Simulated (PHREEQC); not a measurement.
Make-up at 25 °C: 0.047 mol NH4HF2, 0.0054 mol H2SiF6, 0.0016 mol H3AsO4 and 6.9e-05 mol H2SO4 per kg of water. Closed to the air; pH follows from the charge balance.

The numbers come from PHREEQC with the ion-association model, wateq4f.dat.

Each row changes one thing in this solution. Precipitation was switched off in this run.

```tsv
case	pH	ionic strength (mol/kgw)	HF (mol/kgw)	F- (mol/kgw)	HF2- (mol/kgw)	H2F2 (mol/kgw)
as made	2.93	0.0538	0.0430	0.0309	0.00517	0.00488
temperature from 25 to 60 °C	3.14	0.0533	[?]	0.0292	0.00634	0.00164
H2SO4 from 6.9e-05 to 0.000103 mol/kgw	2.93	0.0538	0.0430	0.0309	0.00516	0.00489
diluted 5-fold with water	3.01	0.0116	0.00998	0.00771	[?]	0.000260
H2SiF6 replaced by LiF at the same molality	3.19	0.0532	0.0351	0.0454	0.00619	0.00326
temperature from 25 to 85 °C	3.33	0.0530	0.0512	0.0289	0.00631	0.000638
H2SiF6 from 0.0054 to 0.0108 mol/kgw	2.71	0.0601	0.0501	0.0220	[?]	0.00664
diluted 10-fold with water	3.08	0.00613	[?]	0.00428	7.96e-5	6.12e-5
```

### Question
Fill in the missing entries.

### Answer

- temperature from 25 to 60 °C, HF (mol/kgw): 0.0488
- diluted 5-fold with water, HF2- (mol/kgw): 0.000296
- H2SiF6 from 0.0054 to 0.0108 mol/kgw, HF2- (mol/kgw): 0.00429
- diluted 10-fold with water, HF (mol/kgw): 0.00484

wateq4f.dat counts part of the HF as a dimer, H2F2, which phreeqc.dat doesn't know; its constant is uncertain. Constants without temperature data keep their 25 °C values here. SiF6-2 is the database's only silicon fluoride.
